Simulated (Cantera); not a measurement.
An isothermal, constant-pressure homogeneous reactor starts with H2 : O2 : N2 = 0.0068 : 1 : 0.79 (molar parts), equivalence ratio 0.0034, at 1225 K and 2670 Pa.

Cantera simulation using GRI-Mech 3.0 (53 species, 325 reactions); the numbers are that mechanism's predictions, not measurements. Radical loss at walls, strong at low pressure, is not modelled.

Q: Predict: x(O2) at 100 s; x(H2O) at 100 s; x(NO) at 100 s.

A: 
| Item | Result |
|---|---|
| x(O2) at 100 s | 0.556 (gas-phase equilibrium 0.556) |
| x(H2O) at 100 s | 0.00379 (gas-phase equilibrium 0.00379) |
| x(NO) at 100 s | 3.28e-8 (gas-phase equilibrium 0.000288) |
